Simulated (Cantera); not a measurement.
A Cantera script and what it prints.

```python
import numpy as np
import cantera as ct

gas_names = """
    CO2
""".split()
cond_names = """
    C(gr) CaO(s) CaO(L) Ca(a) Ca(b) Ca(L)
""".split()


def load(file, names, dense=False):
    # The tables refer to 1 bar. Condensed volumes are neglected.
    table = {s.name: s for s in ct.Species.list_from_file(file)}
    out = []
    for n in names:
        d = dict(table[n].input_data)
        d["thermo"] = dict(d["thermo"], **{"reference-pressure": 1e5})
        if dense:
            d["equation-of-state"] = {"model": "constant-volume", "density": "1e6 g/cm^3"}
        out.append(ct.Species.from_dict(d))
    return out


species = {s.name: s for s in load("nasa_gas.yaml", gas_names) + load("nasa_condensed.yaml", cond_names)}
# Each term lists the table entries of one substance; the one whose range holds T is used.
reactions = {
    'C + 2 CaO = CO2(g) + 2 Ca':
        [(-1, ['C(gr)']), (-2, ['CaO(s)', 'CaO(L)']), (1, ['CO2']), (2, ['Ca(a)', 'Ca(b)', 'Ca(L)'])],
}


def pick(names, T):
    return next(species[n] for n in names if species[n].thermo.min_temp <= T <= species[n].thermo.max_temp)


results = []
for label, terms in reactions.items():
    print(label)
    print("     T/K   dH/kJ  dS/(J/K)   dG/kJ   log10 K")
    for T in [300, 1448, 1548, 1648, 1748, 1848]:
        used = [(nu, pick(names, T)) for nu, names in terms]
        dH = sum(nu * s.thermo.h(T) for nu, s in used) / 1e6
        dS = sum(nu * s.thermo.s(T) for nu, s in used) / 1e3
        dG = dH - T * dS / 1e3
        logK = -dG * 1e6 / (ct.gas_constant * T * np.log(10))
        results.append((label, T, dH, dS, dG, logK, [s.name for _, s in used]))
        print(f"{T:8g} {dH:8.1f} {dS:8.1f} {dG:8.1f} {logK:8.2f}")
```

It prints:

```
C + 2 CaO = CO2(g) + 2 Ca
     T/K   dH/kJ  dS/(J/K)   dG/kJ   log10 K
     300    876.7    216.6    811.7  -141.32
    1448    887.3    221.8    566.2   -20.42
    1548    887.1    221.7    544.0   -18.36
    1648    886.8    221.5    521.8   -16.54
    1748    886.5    221.3    499.7   -14.93
    1848    886.1    221.1    477.6   -13.50
```

Cantera with NASA thermochemical tables; ideal gases at 1 bar, condensed phases pure. Condensed species are held in their standard states even where they would react or evaporate.
